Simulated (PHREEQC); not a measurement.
A made-up water analysis in mmol/kgw, 20 °C, pH 2.55, pe 12.7:

```
constituent  mmol/kgw
-----------  --------
Na               2.93
K                1.09
Ca               2.43
Mg              0.667
Cl               1.29
S(6)             7.24
Zn             0.0673
Br             0.0309
B              0.0071
Cu(2)          0.0175
```

Valence states are taken as typed.

Equilibrium calculation in PHREEQC: ion-association model, phreeqc.dat.

Each row changes one thing in this solution. No solid was allowed to form.

```tsv
case	ionic strength (mol/kgw)	SO4-2 (mol/kgw)	Ca+2 (mol/kgw)	HSO4- (mol/kgw)	CaSO4 (mol/kgw)	Mg+2 (mol/kgw)	SI of Gypsum (CaSO4:2H2O)	SI of Halite (NaCl)
as made	0.0204	0.00547	0.00183	0.000900	0.000584	0.000481	-0.88	-7.12
Br from 0.0309 to 0.0618 mmol/kgw	0.0204	0.00547	0.00183	0.000900	0.000584	0.000481	-0.88	-7.12
all concentrations times 4 at the same typed pH	0.0699	0.0205	0.00591	0.00264	___	___	-0.07	-6.00
temperature from 20 to 90 °C at the same typed pH	___	0.00317	0.00188	0.00311	0.000506	0.000342	-0.92	-7.17
```

What belongs in the gaps?


- all concentrations times 4 at the same typed pH, CaSO4 (mol/kgw): 0.00373
- all concentrations times 4 at the same typed pH, Mg+2 (mol/kgw): 0.00150
- temperature from 20 to 90 °C at the same typed pH, ionic strength (mol/kgw): 0.0168

Species that the database lacks are ignored. Away from 25 °C the constants follow the database's enthalpies or fits; those with neither stay at their 25 °C values.
